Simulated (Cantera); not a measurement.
Input: 1 mol Si, 0.22 mol O2, 17 mol H2, at 0.0300 Torr.

Equilibrium computed with Cantera from the NASA thermochemical tables; the gas is ideal and each condensed phase is pure. Candidate condensed phases: H2O, Si, SiO2; 18 gas species. Rates play no part.

Problem. At 1850 K, list the 4 most abundant gas species with their mole fractions, and the condensed phases.

Solution. H2 0.867, H 0.0793, Si 0.0296, SiO 0.0235. Condensed: gas only.
